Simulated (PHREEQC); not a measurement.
Consider water at 25 °C with 0.0012 mol PbCl2, 0.00049 mol HCl and 0.00023 mol KCl per kg of water. Closed to the air; pH follows from the charge balance.

All values are PHREEQC results (ion-association model, phreeqc.dat), not measurements.

No solid was allowed to form.

Question: Estimate the pH, specific conductance.

Answer: pH 3.34; specific conductance 540 µS/cm.

Question: In which forms is Pb present?

Answer: Pb+2 92 %, PbCl+ 8.3 % of the Pb.
